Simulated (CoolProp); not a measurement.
Saturation properties of ethanol.

Values from CoolProp's reference Helmholtz-energy equation of state, Schroeder 2014.

```csv
T (K),p (MPa),liquid density (kg/m³),vapour Z,surface tension (mN/m),vapour viscosity (µPa s),liquid conductivity (mW/(m K))
289.8,0.004794,792.2,0.9961,22.7,8.52,165
306.5,0.01258,777.8,0.9922,21.1,9.03,162
323.1,0.02934,763.2,0.9859,19.5,9.53,159
339.7,0.06223,747.9,0.9765,17.9,10.0,156
356.3,0.1218,731.7,0.9633,16.2,10.5,154
373,0.2230,714.2,0.9455,14.6,11.0,151
389.6,0.3833,695.1,0.9227,12.9,11.5,148
406.2,0.6251,673.9,0.8944,11.3,12.0,146
422.8,0.9738,650.0,0.8599,9.63,12.5,143
439.5,1.461,622.6,0.8184,7.94,13.1,140
456.1,2.109,591.8,0.7691,6.25,13.8,137
472.7,2.955,556.1,0.7089,4.52,14.6,135
489.3,4.033,510.6,0.6303,2.77,15.9,133
```

It boils at 351.6 K under 1 atm.

Viscosity comes from a separate model (Kiselev 2005). Thermal conductivity comes from a separate model (Assael 2013). Surface tension comes from a separate correlation (Mulero 2012).
